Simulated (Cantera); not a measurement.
Feed: 1 mol CH3Cl, 7.3 mol H2, 0.018 mol F2, at 13.3 mbar.

Method: chemical equilibrium by Gibbs-energy minimisation in Cantera with the NASA 1993 tables (ideal gas, pure condensed phases). Candidate condensed phases: C, C6H6, C7H8, C8H18; 118 gas species. Equilibrium is a limit: real reactors are often held back by kinetics, nucleation or transport. All values below are at 1900 °C.

Base state: H2 0.851, HCl 0.102, H 0.0385, HF 0.00378, Cl 0.00336, C2H2 (acetylene) 0.00188 (mole fractions); condensed: C(graphite).

What changes in the equilibrium state with this change: pressure from 13.3 mbar to 2.30 mbar?


```csv
species,before,after
H2,0.851,0.802
HCl,0.102,0.0943
H,0.0385,0.0901
Cl,0.00336,0.00773
C2H2 (acetylene),0.00188,0.00177
HF,0.00378,0.00367
"C(graphite), mol",0.964,0.965
```
